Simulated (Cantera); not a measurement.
## Stirred combustor or abatement burner

A perfectly stirred reactor is fed with C2H6 : O2 : N2 : H2O = 1 : 7.61 : 69.2 : 15 (molar parts), equivalence ratio 0.46, at 9.87 atm; it is adiabatic with a 725 K inlet, and is followed from long to short residence time, starting on the burning branch (τ in s: 0.27, 0.097, 0.034, 0.012, 0.0044, 0.0016, 0.00056, 0.0002, 7.1e-05, 2.5e-05, 9e-06, 3.2e-06).

Model: GRI-Mech 3.0 (53 species, 325 reactions), integrated in Cantera.

| τ (s) | T (K) | x C2H6 | x O2 | x H2O | x N2O | x CH2CO | x NO | x CH2O |
|---|---|---|---|---|---|---|---|---|
| 0.27 | 1135 | 6.17e-5 | 0.0463 | 0.192 | 3.32e-7 | 6.54e-5 | 8.05e-11 | 1.22e-5 |
| 0.097 | 1097 | 0.000162 | 0.0490 | 0.191 | 1.45e-7 | 0.000139 | 1.26e-11 | 3.11e-5 |
| 0.034 | 725 | 0.0108 | 0.0820 | 0.162 | <1e-12 | <1e-12 | <1e-12 | <1e-12 |
| 0.012 | 725 | 0.0108 | 0.0820 | 0.162 | <1e-12 | <1e-12 | <1e-12 | <1e-12 |
| 0.0044 | 725 | 0.0108 | 0.0820 | 0.162 | <1e-12 | <1e-12 | <1e-12 | <1e-12 |
| 0.0016 | 725 | 0.0108 | 0.0820 | 0.162 | <1e-12 | <1e-12 | <1e-12 | <1e-12 |
| 0.00056 | 725 | 0.0108 | 0.0820 | 0.162 | <1e-12 | <1e-12 | <1e-12 | <1e-12 |
| 0.00020 | 725 | 0.0108 | 0.0820 | 0.162 | <1e-12 | <1e-12 | <1e-12 | <1e-12 |
| 7.1e-5 | 725 | 0.0108 | 0.0820 | 0.162 | <1e-12 | <1e-12 | <1e-12 | <1e-12 |
| 2.5e-5 | 725 | 0.0108 | 0.0820 | 0.162 | <1e-12 | <1e-12 | <1e-12 | <1e-12 |
| 9.0e-6 | 725 | 0.0108 | 0.0820 | 0.162 | <1e-12 | <1e-12 | <1e-12 | <1e-12 |
| 3.2e-6 | 725 | 0.0108 | 0.0820 | 0.162 | <1e-12 | <1e-12 | <1e-12 | <1e-12 |
x: mole fraction; the columns are a selection and need not sum to one.
